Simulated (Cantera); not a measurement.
## Ignition delay

Mixture: 17.3 % CH4, 0.815 % H2, 23.4 % O2, 58.4 % N2, at 1.00 bar, adiabatic and at constant volume. Ignition delay is the time to a rise of 400 K.

Model: GRI-Mech 3.0 (53 species, 325 reactions), integrated in Cantera.

```
T0 (K)  delay (ms)
------  ----------
1148          44.1
1223          16.9
1298          6.69
1373          2.80
1448          1.26
1523         0.606
1598         0.317
1673         0.178
```

| Quantity | Value |
|---|---|
| apparent activation energy between 1523 and 1673 K | 170 kJ/mol |
